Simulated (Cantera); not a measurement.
A closed system holds: 1 mol AlCl₃, 0.3 mol H₂O, 480 mol H₂, held at 1700 K and 10.0 Torr.

These are equilibrium values from Cantera (NASA tables, ideal gas, pure condensed phases), not measurements of a reactor. Candidate condensed phases: Al, AlCl₃, Al₂O₃, H₂O; 29 gas species. The tables' values for AlCl₂ are old estimates; treat these amounts as uncertain. Kinetics and transport are ignored.

Base state: H₂ 0.992, HCl 0.00452, AlCl 0.00166, H 0.00127, H₂O 3.26e-5, AlCl₂ 1.49e-5 (mole fractions); condensed: Al₂O₃(s).

Question: What changes in the equilibrium state with this change: temperature from 1700 K to 900 K?

Answer: 
| species | before | after |
|---|---|---|
| H₂ | 0.992 | 0.997 |
| AlCl₃ | 5.39e-7 | 0.00166 |
| HCl | 0.00452 | 0.00125 |
| H | 0.00127 | 1.01e-9 |
| AlCl | 0.00166 | 3.98e-8 |
| H₂O | 3.26e-5 | <1e-9 |
| AlCl₂ | 1.49e-5 | 4.27e-7 |
| Al₂O₃(s), mol | 0.0946 | 0.100 |
Condensed phases not in the tables: AlOCl.

Question: What changes in the equilibrium state with this change: temperature from 1700 K to 2150 K?

Answer: 
```
species         before     after
-------------  -------  --------
H₂               0.992     0.957
H              0.00127    0.0357
HCl            0.00452   0.00432
H₂O            3.26e-5  0.000584
AlCl           0.00166   0.00166
Al             4.47e-6  0.000332
Al₂O           3.68e-7   1.06e-5
AlOH           4.27e-7   1.13e-5
Cl             4.50e-6  0.000118
Al₂O₃(s), mol   0.0946         0
```
The tables' values for AlOH are old estimates; treat these amounts as uncertain.

Question: What changes in the equilibrium state with this change: temperature from 1700 K to 823.15 K?

Answer: 
| species | before | after |
|---|---|---|
| H₂ | 0.992 | 0.997 |
| AlCl₃ | 5.39e-7 | 0.00166 |
| HCl | 0.00452 | 0.00125 |
| AlCl | 0.00166 | <1e-9 |
| H | 0.00127 | <1e-9 |
| H₂O | 3.26e-5 | <1e-9 |
| AlCl₂ | 1.49e-5 | 3.21e-8 |
| Al₂O₃(s), mol | 0.0946 | 0.100 |
Condensed phases not in the tables: AlOCl.
